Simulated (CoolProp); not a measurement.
Octamethyltrisiloxane (MDM) at 454.49 K and 5.1 MPa is throttled through a valve to 3.4 MPa with no heat exchange. Each further row changes one setting.

Model: reference Helmholtz-energy equation of state, Thol 2017, in CoolProp.

| case | temperature change (K) | final density (kg/m³) |
|---|---|---|
| as stated | +0.2 | … |
| outlet pressure 1.02 MPa | +0.4 | … |
| outlet pressure 4.42 MPa | … | … |

Question: Complete the blanks.

Answer: 
- as stated, final density (kg/m³): 655
- outlet pressure 1.02 MPa, final density (kg/m³): 642
- outlet pressure 4.42 MPa, temperature change (K): +0.1
- outlet pressure 4.42 MPa, final density (kg/m³): 660
